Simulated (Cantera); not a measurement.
An adiabatic, constant-volume homogeneous reactor starts with CO : H2 : CH4 : O2 : N2 = 1 : 0.039 : 0.16 : 0.525 : 1.97 (molar parts), equivalence ratio 1.6, at 1225 K and 4.84 atm. Integrator tolerance rtol = 1e-08.

Cantera simulation using GRI-Mech 3.0 (53 species, 325 reactions); the numbers are that mechanism's predictions, not measurements. Above 3000 K some thermodynamic fits are extrapolated.

Task: What does this change do: CO 1 to 1.3 parts?

Result: 
```
quantity                                                            before                                      after
---------------------------------  ---------------------------------------  -----------------------------------------
time of steepest temperature rise                                  1.03 ms                                    1.02 ms
temperature at 0.800 s                                              2999 K                                     2967 K
equilibrium temperature                                             2999 K                                     2967 K
x(CO) at 0.800 s                       0.185 (gas-phase equilibrium 0.185)        0.238 (gas-phase equilibrium 0.238)
x(H2) at 0.800 s                     0.0140 (gas-phase equilibrium 0.0140)      0.0162 (gas-phase equilibrium 0.0162)
x(CH4) at 0.800 s                    <1e-12 (gas-phase equilibrium <1e-12)  1.14e-12 (gas-phase equilibrium 1.37e-12)
x(HCO) at 0.800 s                  9.05e-7 (gas-phase equilibrium 9.05e-7)    1.16e-6 (gas-phase equilibrium 1.16e-6)
x(O) at 0.800 s                    0.00249 (gas-phase equilibrium 0.00249)    0.00157 (gas-phase equilibrium 0.00157)
x(OH) at 0.800 s                     0.0103 (gas-phase equilibrium 0.0103)    0.00765 (gas-phase equilibrium 0.00765)
x(H) at 0.800 s                    0.00553 (gas-phase equilibrium 0.00553)    0.00541 (gas-phase equilibrium 0.00541)
```

Task: What does this change do: pressure from 4.84 atm to 1.88 atm?

Result: 
```
quantity                                                            before                                    after
---------------------------------  ---------------------------------------  ---------------------------------------
time of steepest temperature rise                                  1.03 ms                                  2.02 ms
temperature at 0.800 s                                              2999 K                                   2925 K
equilibrium temperature                                             2999 K                                   2925 K
x(CO) at 0.800 s                       0.185 (gas-phase equilibrium 0.185)      0.189 (gas-phase equilibrium 0.189)
x(H2) at 0.800 s                     0.0140 (gas-phase equilibrium 0.0140)    0.0147 (gas-phase equilibrium 0.0147)
x(CH4) at 0.800 s                    <1e-12 (gas-phase equilibrium <1e-12)    <1e-12 (gas-phase equilibrium <1e-12)
x(HCO) at 0.800 s                  9.05e-7 (gas-phase equilibrium 9.05e-7)  4.98e-7 (gas-phase equilibrium 4.98e-7)
x(O) at 0.800 s                    0.00249 (gas-phase equilibrium 0.00249)  0.00360 (gas-phase equilibrium 0.00360)
x(OH) at 0.800 s                     0.0103 (gas-phase equilibrium 0.0103)    0.0118 (gas-phase equilibrium 0.0118)
x(H) at 0.800 s                    0.00553 (gas-phase equilibrium 0.00553)  0.00726 (gas-phase equilibrium 0.00726)
```
